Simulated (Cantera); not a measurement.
A freely propagating, adiabatic, planar premixed flame of CH4 : O2 : N2 = 1 : 2 : 7.52 (molar parts), equivalence ratio 1.0, unburnt at 600 K and 101000 Pa; mixture-averaged transport, grid criteria slope 0.08 and curve 0.16, no radiation.

Cantera simulation using GRI-Mech 3.0 (53 species, 325 reactions); the numbers are that mechanism's predictions, not measurements. Burning velocities carry a grid error of a few per cent, more on coarse grids.

Task: How do the results move with these cheaper or finer settings: unity-Lewis-number transport; multicomponent transport; multicomponent+Soret transport; grid criteria slope 0.5, curve 1; grid criteria slope 0.25, curve 0.5; grid criteria slope 0.03, curve 0.06?

Result: 
```json
[
 {"setting": "as above", "laminar burning velocity": "131 cm/s", "thermal thickness": "0.326 mm", "peak x(CH2O)": "0.00116", "peak x(HO2)": "0.000189", "grid points": "149"},
 {"setting": "unity-Lewis-number transport", "laminar burning velocity": "93.8 cm/s", "thermal thickness": "0.373 mm", "peak x(CH2O)": "0.000916", "peak x(HO2)": "0.000128", "grid points": "135"},
 {"setting": "multicomponent transport", "laminar burning velocity": "131 cm/s", "thermal thickness": "0.331 mm", "peak x(CH2O)": "0.00117", "peak x(HO2)": "0.000188", "grid points": "150"},
 {"setting": "multicomponent+Soret transport", "laminar burning velocity": "129 cm/s", "thermal thickness": "0.331 mm", "peak x(CH2O)": "0.00117", "peak x(HO2)": "0.000190", "grid points": "149"},
 {"setting": "grid criteria slope 0.5, curve 1", "laminar burning velocity": "141 cm/s", "thermal thickness": "0.361 mm", "peak x(CH2O)": "0.00116", "peak x(HO2)": "0.000187", "grid points": "42"},
 {"setting": "grid criteria slope 0.25, curve 0.5", "laminar burning velocity": "135 cm/s", "thermal thickness": "0.339 mm", "peak x(CH2O)": "0.00116", "peak x(HO2)": "0.000188", "grid points": "63"},
 {"setting": "grid criteria slope 0.03, curve 0.06", "laminar burning velocity": "128 cm/s", "thermal thickness": "0.324 mm", "peak x(CH2O)": "0.00116", "peak x(HO2)": "0.000189", "grid points": "355"}
]
```
The base run took very roughly 11 core-seconds.
Unity Lewis numbers drop preferential diffusion, which matters most where H2 and H carry the flame; Soret adds thermal diffusion.
